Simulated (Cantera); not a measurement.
An isothermal, constant-pressure homogeneous reactor starts with CH4 : N2 = 1 : 11 (molar parts), at 1600 K and 20.0 Torr.

Computed with Cantera and GRI-Mech 3.0 (53 species, 325 reactions). GRI-Mech 3.0 stops at C3 and has no aromatics, soot or wall deposition, so with more carbon than oxygen in the feed, carbon stays in small species such as C2H2 where larger ones or solid carbon would form. Radical loss at walls, strong at low pressure, is not modelled.

One state of this run: x CH4 = 0.0316; x CH2 = 1.77e-7; x CH3 = 0.000368; x C2H6 = 1.17e-5; x H2 = 0.0707. x: mole fraction; the columns are a selection and need not sum to one.

Task: Which value of t (s) does it belong to?
(A) 0.743
(B) 0.000269
(C) 2.00
(D) 0.00195

Result: A, 0.743
